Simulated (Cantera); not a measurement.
A closed system holds: 1 mol SiH2Cl2, 2.3 mol N2, held at 100000 Pa.

Equilibrium computed with Cantera from the NASA thermochemical tables; the gas is ideal and each condensed phase is pure. Candidate condensed phases: NH4Cl, Si, Si3N4; 28 gas species. N2 is the only nitrogen source here; it is nearly inert below about 1500 K, so the nitride shown seldom forms there in practice. The tables' values for SiCl3 are old estimates; treat these amounts as uncertain. Kinetics and transport are ignored. All values below are at 1350 K.

Base state: N2 0.506, HCl 0.289, H2 0.136, SiCl4 0.0652, SiCl3 0.00228, SiHCl3 0.00176, SiCl2 0.000398 (mole fractions); condensed: Si3N4(s).

**Question.** What changes in the equilibrium state with this change: N2 from 2.3 to 54 mol?

**Answer.** 
| species | before | after |
|---|---|---|
| N2 | 0.506 | 0.966 |
| HCl | 0.289 | 0.0264 |
| H2 | 0.136 | 0.00489 |
| SiCl4 | 0.0652 | 0.00228 |
| SiHCl3 | 0.00176 | 2.42e-5 |
| SiCl3 | 0.00228 | 0.000165 |
| SiCl2 | 0.000398 | 5.99e-5 |
| Si3N4(s), mol | 0.251 | 0.287 |
